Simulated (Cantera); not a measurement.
An isothermal, constant-pressure homogeneous reactor starts with C₂H₆ : N₂ : H₂O = 1 : 120 : 0.18 (molar parts), at 1950 K and 10.00 Torr.

Model: GRI-Mech 3.0 (53 species, 325 reactions), integrated in Cantera. GRI-Mech 3.0 stops at C3 and has no aromatics, soot or wall deposition, so with more carbon than oxygen in the feed, carbon stays in small species such as C2H2 where larger ones or solid carbon would form. Radical loss at walls, strong at low pressure, is not modelled.

Predict: x(C₂H₂) at 300 s; x(C₂H₄) at 300 s; x(CH₂) at 300 s; x(CH₃) at 300 s; x(H) at 300 s; x(H₂) at 300 s.


```
Quantity                                            Result
----------------  ----------------------------------------
x(C₂H₂) at 300 s  0.00701 (gas-phase equilibrium 0.000443)
x(C₂H₄) at 300 s  1.48e-8 (gas-phase equilibrium 9.33e-10)
x(CH₂) at 300 s    2.11e-9 (gas-phase equilibrium 1.92e-9)
x(CH₃) at 300 s    2.24e-8 (gas-phase equilibrium 2.04e-8)
x(H) at 300 s      0.00133 (gas-phase equilibrium 0.00133)
x(H₂) at 300 s       0.0177 (gas-phase equilibrium 0.0177)
```
